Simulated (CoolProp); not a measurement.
C3F8 (R218) at several states: Z from the reference equation and from simpler models built on Tc = 345.0 K, pc = 2.640 MPa, ω = 0.317; each cubic takes its own stable root.

Values from CoolProp's reference Helmholtz-energy equation of state, Lemmon 2006. It is a short technical equation, of lower accuracy than the large ones.

| T (K) | p (MPa) | phase | reference |
|---|---|---|---|
| 141.5 | 2.29 | liquid | 0.1872 |
| 133.7 | 0.112 | liquid | 0.009570 |
| 420.3 | 0.285 | gas | 0.9826 |
| 175.2 | 0.112 | liquid | 0.007883 |

Problem. How far does each simpler model (van der Waals, Redlich-Kwong, Soave-Redlich-Kwong, Peng-Robinson) lie from the reference over these 4 states: mean and median of the absolute difference, and the worst?

Solution. 
- van der Waals: mean 47.6 %, median 62.8 %, worst +64.7 % at 133.7 K and 0.112 MPa
- Redlich-Kwong: mean 7.6 %, median 9.7 %, worst +10.6 % at 133.7 K and 0.112 MPa
- Soave-Redlich-Kwong: mean 5.8 %, median 7.2 %, worst +8.8 % at 133.7 K and 0.112 MPa
- Peng-Robinson: mean 3.1 %, median 3.3 %, worst -5.5 % at 175.2 K and 0.112 MPa
